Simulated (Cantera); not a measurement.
A perfectly stirred reactor is fed with CH4 : O2 : N2 : H2O = 1 : 1.25 : 4.7 : 1.4 (molar parts), at 0.520 bar; it is adiabatic with a 675 K inlet, and is followed from long to short residence time, starting on the burning branch (τ in s: 0.35, 0.15, 0.062, 0.026, 0.011, 0.0046, 0.0019, 0.00081, 0.00034, 0.00014, 6e-05, 2.5e-05).

Computed with Cantera and GRI-Mech 3.0 (53 species, 325 reactions).

Q: Predict: blow-out, bracketed by the residence times tried; x(CH4) at τ = 0.350 s; x(O2) at τ = 0.350 s; x(H2O) at τ = 0.350 s; x(OH) at τ = 0.350 s; x(CH2CO) at τ = 0.350 s; x(CH4) at τ = 1.90 ms; x(O2) at τ = 1.90 ms; x(H2O) at τ = 1.90 ms; x(OH) at τ = 1.90 ms; x(CH2CO) at τ = 1.90 ms.

A: 
```
Item                                                                           Result
------------------------------------------------  -----------------------------------
blow-out, bracketed by the residence times tried  burning at 1.90 ms, out at 0.810 ms
x(CH4) at τ = 0.350 s                                                         0.00120
x(O2) at τ = 0.350 s                                                         0.000148
x(H2O) at τ = 0.350 s                                                           0.277
x(OH) at τ = 0.350 s                                                         0.000101
x(CH2CO) at τ = 0.350 s                                                       1.88e-6
x(CH4) at τ = 1.90 ms                                                         0.00773
x(O2) at τ = 1.90 ms                                                           0.0103
x(H2O) at τ = 1.90 ms                                                           0.287
x(OH) at τ = 1.90 ms                                                         0.000301
x(CH2CO) at τ = 1.90 ms                                                      0.000106
```
